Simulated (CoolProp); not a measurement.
Diethyl ether along the isobar 157 bar: density (kg/m³) from the reference equation and from simpler models built on Tc = 467.9 K, pc = 37.17 bar, ω = 0.282; each cubic takes its own stable root.

Model: reference Helmholtz-energy equation of state, Thol 2014, in CoolProp.

```json
[
 {"T (K)": "311.7", "phase": "liquid", "reference": "713.5"},
 {"T (K)": "319.3", "phase": "liquid", "reference": "705.7"},
 {"T (K)": "326.9", "phase": "liquid", "reference": "697.8"},
 {"T (K)": "334.5", "phase": "liquid", "reference": "689.7"},
 {"T (K)": "342.1", "phase": "liquid", "reference": "681.6"},
 {"T (K)": "349.7", "phase": "liquid", "reference": "673.3"},
 {"T (K)": "357.3", "phase": "liquid", "reference": "665.0"},
 {"T (K)": "364.9", "phase": "liquid", "reference": "656.5"},
 {"T (K)": "372.5", "phase": "liquid", "reference": "647.9"}
]
```

### Question
How far does each simpler model (van der Waals, Redlich-Kwong, Soave-Redlich-Kwong, Peng-Robinson) lie from the reference over these 9 states: mean and median of the absolute difference, and the worst?

### Answer
- van der Waals: mean 35.2 %, median 35.3 %, worst -36.3 % at 311.7 K and 157 bar
- Redlich-Kwong: mean 9.6 %, median 9.6 %, worst -9.8 % at 311.7 K and 157 bar
- Soave-Redlich-Kwong: mean 7.3 %, median 7.2 %, worst -7.5 % at 311.7 K and 157 bar
- Peng-Robinson: mean 4.3 %, median 4.3 %, worst +4.4 % at 364.9 K and 157 bar
